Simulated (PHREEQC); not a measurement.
Model water analysis in mmol/kgw, 25 °C, pH 5.88, pe 10.6:

```
constituent           mmol/kgw
--------------------  --------
Na                       0.242
K                       0.0442
Ca                       0.188
Mg                      0.0291
Cl                       0.512
S(6)                    0.0204
Alkalinity (meq/kgw)     0.183
B                      0.00288
Zn                     0.00664
Si                     0.00799
```

Na is adjusted to close the charge balance.
Valence states are taken as typed.

Computed with PHREEQC (ion-association model, phreeqc.dat).

The ionic strength is 0.000978 mol/kgw.

| species | molality | activity | log γ |
|---|---|---|---|
| CO2 | 0.000526 | 0.000526 | 0.000 |
| Cl- | 0.000512 | 0.000494 | -0.015 |
| Na+ | 0.000244 | 0.000236 | -0.015 |
| Ca+2 | 0.000187 | 0.000163 | -0.061 |
| HCO3- | 0.000184 | 0.000177 | -0.015 |
| K+ | 4.42e-5 | 4.27e-5 | -0.015 |
| Mg+2 | 2.89e-5 | 2.52e-5 | -0.060 |
| SO4-2 | 1.97e-5 | 1.72e-5 | -0.061 |
| H4SiO4 | 7.99e-6 | 7.99e-6 | 0.000 |
| Zn+2 | 6.47e-6 | 5.62e-6 | -0.061 |
| H3BO3 | 2.88e-6 | 2.88e-6 | 0.000 |
| H+ | 1.36e-6 | 1.32e-6 | -0.015 |

No solid was allowed to form. Complexes and solids missing from the database can't appear.
